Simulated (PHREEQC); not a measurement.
A solution holds 0.0051 mol/kgw FeSO4, 6.3e-06 mol/kgw Ca(HCO3)2 and 0.00024 mol/kgw CuSO4, at 82 °C. Closed to the air; pH follows from the charge balance.

Computed with PHREEQC (ion-association model, phreeqc.dat).

No solid was allowed to form.

Question: Order these Cu species by the share of Cu that they hold, largest first: Cu2(OH)2+2, CuSO4, CuOH+, Cu+2.

Answer: Cu+2 (70 %), CuSO4 (25 %), Cu2(OH)2+2 (4.9 %), CuOH+ (0.12 %)

Question: Order these C species by the share of C that they hold, largest first: CuCO3, FeHCO3+, CO2, CuHCO3+, HCO3-.

Answer: CO2 (86 %), HCO3- (11 %), FeHCO3+ (2.3 %), CuHCO3+ (0.58 %), CuCO3 (0.10 %)

The pH is 5.41 and the ionic strength 0.0140 mol/kgw. Constants without temperature data keep their 25 °C values here.
